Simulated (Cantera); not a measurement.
Input (Python, Cantera):

```python
import numpy as np
import cantera as ct

gas = ct.Solution("gri30.yaml")
gas.TPX = 575, 350000, {'CH3OH': 1, 'O2': 2.03, 'N2': 7.62, 'H2O': 0.37}
inlet = ct.Reservoir(gas, clone=True)
gas.equilibrate("HP")  # start burning
reactor = ct.IdealGasConstPressureReactor(gas, energy="on", clone=False)
exhaust = ct.Reservoir(gas, clone=True)
tau = [0.25, 0.068, 0.018, 0.0048, 0.0013, 0.00034, 9e-05, 2.4e-05, 6.4e-06][0]
for a, b in ((inlet, reactor), (reactor, exhaust)):
    ct.MassFlowController(a, b, mdot=lambda t: reactor.mass / tau)
net = ct.ReactorNet([reactor])
show = ['CH3OH', 'O2', 'H2O', 'NO', 'C2H', 'CH3', 'H2']

rows = []
print(f"{'tau/s':>10s}{'T/K':>9s}" + "".join(f"{s:>11s}" for s in show))
for tau in [0.25, 0.068, 0.018, 0.0048, 0.0013, 0.00034, 9e-05, 2.4e-05, 6.4e-06]:
    net.initial_time = 0.0
    net.advance(30 * tau)
    before = gas.X
    net.advance(40 * tau)
    drift = np.max(np.abs(gas.X - before) / (gas.X + 1e-9))
    rows.append([gas.T, *gas[show].X, drift])
    print(f"{tau:10.3e}{gas.T:9.1f}" + "".join(f"{x:11.3e}" for x in gas[show].X))
```

Output:

```
     tau/s      T/K      CH3OH         O2        H2O         NO        C2H        CH3         H2
 2.500e-01   2086.8  2.411e-07  4.514e-02  2.041e-01  1.280e-03  2.810e-16  2.131e-08  2.942e-04
 6.800e-02   2087.0  8.385e-07  4.558e-02  2.039e-01  4.657e-04  2.958e-15  7.006e-08  3.305e-04
 1.800e-02   2082.9  2.768e-06  4.585e-02  2.036e-01  1.700e-04  2.139e-14  1.939e-07  4.477e-04
 4.800e-03   2070.4  7.912e-06  4.627e-02  2.027e-01  7.869e-05  7.662e-14  3.920e-07  7.763e-04
 1.300e-03   2043.0  2.008e-05  4.726e-02  2.008e-01  4.271e-05  1.903e-13  7.063e-07  1.519e-03
 3.400e-04   1989.0  5.128e-05  4.957e-02  1.975e-01  2.242e-05  8.250e-13  1.861e-06  2.955e-03
 9.000e-05   1895.7  1.482e-04  5.460e-02  1.929e-01  1.098e-05  7.156e-12  7.430e-06  5.074e-03
 2.400e-05    575.0  9.074e-02  1.842e-01  3.358e-02  9.898e-21  4.471e-50  4.246e-25  1.418e-16
 6.400e-06    575.0  9.074e-02  1.842e-01  3.358e-02  3.563e-24  2.932e-55  1.123e-25  5.104e-20
```

Cantera simulation using GRI-Mech 3.0 (53 species, 325 reactions); the numbers are that mechanism's predictions, not measurements. GRI-Mech 3.0 was tuned for natural gas; its chemistry of methanol as a main component is partial and can be far from experiment.
